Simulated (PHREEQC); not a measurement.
A made-up water analysis in mmol/kgw, 25 °C, pH 6.69, pe 11.4: Na 0.0985; K 0.00177; Ca 0.0181; Mg 0.0215; Cl 0.0921; S(6) 0.0186; Alkalinity (meq/kgw) 0.0512; Pb 5.33e-05; Ba 2.85e-05.

Valence states are taken as typed.

All values are PHREEQC results (ion-association model, wateq4f.dat), not measurements.

No solid was allowed to form.

Task: Predict the charge-balance error.

Result: charge-balance error -0.2 %.

Task: In which forms is Pb present?

Result: Pb+2 75 %, PbCO3 14 %, PbOH+ 6.8 %, PbHCO3+ 2.9 %, PbSO4 0.7 % of the Pb.

Complexes and solids missing from the database can't appear.
